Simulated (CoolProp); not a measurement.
Computed with CoolProp (reference Helmholtz-energy equation of state, Schroeder 2014).

Q: For ethanol, give the phase and the cv (kJ/(kg K)), speed of sound (m/s), viscosity (µPa s), conductivity (mW/(m K)) at 603.4 K and 0.101 MPa.

A: 
- 603.4 K and 0.101 MPa: gas; cv 2.18, speed of sound 343, viscosity 17.6, conductivity 51.4

Viscosity comes from a separate model (Kiselev 2005). Thermal conductivity comes from a separate model (Assael 2013).
